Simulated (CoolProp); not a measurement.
Saturation properties of ammonia.

The numbers come from the reference Helmholtz-energy equation of state, Gao 2020 in CoolProp.

```tsv
T (K)	p (bar)	enthalpy of vaporisation (kJ/kg)	liquid cp (kJ/(kg K))	vapour Z	vapour viscosity (µPa s)
280.1	5.527	1237	4.649	0.9196	9.27
286.9	6.984	1211	4.693	0.9068	9.48
293.6	8.694	1184	4.742	0.8931	9.69
300.4	10.74	1156	4.800	0.8779	9.91
307.2	13.14	1127	4.866	0.8613	10.1
314	15.92	1096	4.944	0.8433	10.4
320.8	19.12	1063	5.034	0.8239	10.6
327.5	22.72	1028	5.139	0.8033	10.8
334.3	26.89	991.4	5.266	0.7808	11.1
341.1	31.59	951.8	5.419	0.7565	11.4
347.9	36.89	909.3	5.608	0.7304	11.7
```

It boils at 239.8 K under 1 atm.

Viscosity comes from a separate model (Fenghour 1995).
